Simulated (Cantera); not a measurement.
**PbO + H2 + N2 (iron carbonyl, mercury and lead vapours)**

Input: 1 mol PbO, 0.2 mol H2, 13 mol N2, equilibrated at 1498 K and 16.0 mbar.

These are equilibrium values from Cantera (NASA tables, ideal gas, pure condensed phases), not measurements of a reactor. Candidate condensed phases: H2O, Pb, PbO, PbO2, Pb3O4; 27 gas species. Gases not in the tables: (PbO)n polymers. The numbers say what is thermodynamically allowed, not how fast it happens.

```json
{
 "x(N2)": "0.911",
 "x(PbO)": "0.0455",
 "x(Pb)": "0.0245",
 "x(H2O)": "0.0140",
 "x(O2)": "0.00514",
 "x(NO)": "0.000204",
 "x(OH)": "3.20e-5",
 "x(H2)": "2.84e-6",
 "x(O)": "2.24e-6",
 "gas_amount": "14.28 mol",
 "log10 activity of Pb(l) (absent)": "-1.79"
}
```
